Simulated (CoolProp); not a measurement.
Vapour-liquid equilibrium of R1234yf (1) + R152A (2) at 150 kPa; x and y are mole fractions of (1).

Computed with CoolProp (multi-fluid Helmholtz-energy mixture model, Lemmon 2022 and Outcalt 1996; pair parameters Bell 2023).

Problem. Give the bubble temperature and the first vapour's composition at x = 0.05, 0.2, 0.8. Is there an azeotrope?

Solution. x = 0.05: -15.6 °C, y = 0.080; x = 0.2: -17.5 °C, y = 0.268; x = 0.8: -20.1 °C, y = 0.806. y crosses x between x = 0.8 and 0.95: the model has an azeotrope there.

The pair parameters rest on a limited set of measurements; away from them the model extrapolates.
